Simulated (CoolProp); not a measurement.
Octamethyltrisiloxane (MDM) at several states: density (kg/m³) from the reference equation and from simpler models built on Tc = 292.2 °C, pc = 1.438 MPa, ω = 0.528; each cubic takes its own stable root.

Values from CoolProp's reference Helmholtz-energy equation of state, Thol 2017.

```tsv
T (°C)	p (MPa)	phase	reference
104.15	0.26	liquid	732.8
18.05	0.0124	liquid	822.2
188.85	0.47	liquid	628.0
194.55	0.902	liquid	622.9
-70.55	0.889	liquid	909.7
```

**Question.** How far does each simpler model (van der Waals, Redlich-Kwong, Soave-Redlich-Kwong, Peng-Robinson) lie from the reference over these 5 states: mean and median of the absolute difference, and the worst?

**Answer.** 
- van der Waals: mean 64.2 %, median 43.8 %, worst -99.9 % at 18.05 °C and 0.0124 MPa
- Redlich-Kwong: mean 16.5 %, median 16.5 %, worst -18.2 % at 188.85 °C and 0.47 MPa
- Soave-Redlich-Kwong: mean 10.6 %, median 9.6 %, worst -14.2 % at -70.55 °C and 0.889 MPa
- Peng-Robinson: mean 2.4 %, median 2.6 %, worst -4.1 % at -70.55 °C and 0.889 MPa

At some of these states van der Waals gives the other phase, because its saturation line lies elsewhere.
